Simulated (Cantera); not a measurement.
An adiabatic, constant-volume homogeneous reactor starts with CH4 : CO : O2 : N2 : H2O = 1 : 0.58 : 3.58 : 13.5 : 0.83 (molar parts), equivalence ratio 0.64, at 1698 K and 100000 Pa. Integrator tolerance rtol = 1e-08.

Detailed kinetics in Cantera: GRI-Mech 3.0 (53 species, 325 reactions).

### Question
What does this change do: pressure from 100000 Pa to 25000 Pa?

### Answer
| quantity | before | after |
|---|---|---|
| time of steepest temperature rise | 0.196 ms | 0.693 ms |
| temperature at 0.200 s | 2744 K | 2645 K |
| equilibrium temperature | 2744 K | 2645 K |
| x(CH4) at 0.200 s | <1e-12 (gas-phase equilibrium <1e-12) | <1e-12 (gas-phase equilibrium <1e-12) |
| x(CO) at 0.200 s | 0.0218 (gas-phase equilibrium 0.0218) | 0.0257 (gas-phase equilibrium 0.0257) |
| x(O2) at 0.200 s | 0.0626 (gas-phase equilibrium 0.0626) | 0.0648 (gas-phase equilibrium 0.0648) |
| x(CH2O) at 0.200 s | 9.76e-11 (gas-phase equilibrium 9.76e-11) | 3.52e-11 (gas-phase equilibrium 3.52e-11) |
| x(HO2) at 0.200 s | 1.29e-5 (gas-phase equilibrium 1.29e-5) | 7.31e-6 (gas-phase equilibrium 7.31e-6) |
| x(CH2) at 0.200 s | <1e-12 (gas-phase equilibrium <1e-12) | <1e-12 (gas-phase equilibrium <1e-12) |

### Question
What does this change do: initial temperature 1698 to 975 K?

### Answer
```tsv
quantity	before	after
time of steepest temperature rise	0.196 ms	not reached
temperature at 0.200 s	2744 K	975 K
equilibrium temperature	2744 K	2444 K
x(CH4) at 0.200 s	<1e-12 (gas-phase equilibrium <1e-12)	0.0513 (gas-phase equilibrium <1e-12)
x(CO) at 0.200 s	0.0218 (gas-phase equilibrium 0.0218)	0.0298 (gas-phase equilibrium 0.00533)
x(O2) at 0.200 s	0.0626 (gas-phase equilibrium 0.0626)	0.184 (gas-phase equilibrium 0.0620)
x(CH2O) at 0.200 s	9.76e-11 (gas-phase equilibrium 9.76e-11)	1.10e-5 (gas-phase equilibrium 8.60e-12)
x(HO2) at 0.200 s	1.29e-5 (gas-phase equilibrium 1.29e-5)	5.16e-8 (gas-phase equilibrium 7.34e-6)
x(CH2) at 0.200 s	<1e-12 (gas-phase equilibrium <1e-12)	<1e-12 (gas-phase equilibrium <1e-12)
```
Below about 1000 K GRI-Mech 3.0 lacks low-temperature oxidation paths.

### Question
What does this change do: pressure from 100000 Pa to 35000 Pa?

### Answer
| quantity | before | after |
|---|---|---|
| time of steepest temperature rise | 0.196 ms | 0.506 ms |
| temperature at 0.200 s | 2744 K | 2669 K |
| equilibrium temperature | 2744 K | 2669 K |
| x(CH4) at 0.200 s | <1e-12 (gas-phase equilibrium <1e-12) | <1e-12 (gas-phase equilibrium <1e-12) |
| x(CO) at 0.200 s | 0.0218 (gas-phase equilibrium 0.0218) | 0.0248 (gas-phase equilibrium 0.0248) |
| x(O2) at 0.200 s | 0.0626 (gas-phase equilibrium 0.0626) | 0.0643 (gas-phase equilibrium 0.0643) |
| x(CH2O) at 0.200 s | 9.76e-11 (gas-phase equilibrium 9.76e-11) | 4.55e-11 (gas-phase equilibrium 4.55e-11) |
| x(HO2) at 0.200 s | 1.29e-5 (gas-phase equilibrium 1.29e-5) | 8.42e-6 (gas-phase equilibrium 8.42e-6) |
| x(CH2) at 0.200 s | <1e-12 (gas-phase equilibrium <1e-12) | <1e-12 (gas-phase equilibrium <1e-12) |
